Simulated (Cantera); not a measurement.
An adiabatic, constant-volume homogeneous reactor starts with CH4 : O2 : N2 = 1 : 3.08 : 11.6 (molar parts), equivalence ratio 0.65, at 1675 K and 101000 Pa. Integrator tolerance rtol = 1e-08.

Computed with Cantera and GRI-Mech 3.0 (53 species, 325 reactions).

Task: What does this change do: 0.74 parts H2O added?

Result: 
```json
[
 {"quantity": "time of steepest temperature rise", "before": "0.231 ms", "after": "0.235 ms"},
 {"quantity": "temperature at 1.00 s", "before": "2788 K", "after": "2738 K"},
 {"quantity": "equilibrium temperature", "before": "2788 K", "after": "2738 K"},
 {"quantity": "x(CH4) at 1.00 s", "before": "<1e-12 (gas-phase equilibrium <1e-12)", "after": "<1e-12 (gas-phase equilibrium <1e-12)"},
 {"quantity": "x(O2) at 1.00 s", "before": "0.0616 (gas-phase equilibrium 0.0616)", "after": "0.0593 (gas-phase equilibrium 0.0593)"},
 {"quantity": "x(NO) at 1.00 s", "before": "0.0187 (gas-phase equilibrium 0.0187)", "after": "0.0167 (gas-phase equilibrium 0.0167)"},
 {"quantity": "x(C2H) at 1.00 s", "before": "<1e-12 (gas-phase equilibrium <1e-12)", "after": "<1e-12 (gas-phase equilibrium <1e-12)"},
 {"quantity": "x(H2O) at 1.00 s", "before": "0.104 (gas-phase equilibrium 0.104)", "after": "0.142 (gas-phase equilibrium 0.142)"},
 {"quantity": "x(HCO) at 1.00 s", "before": "1.57e-8 (gas-phase equilibrium 1.57e-8)", "after": "1.24e-8 (gas-phase equilibrium 1.24e-8)"}
]
```
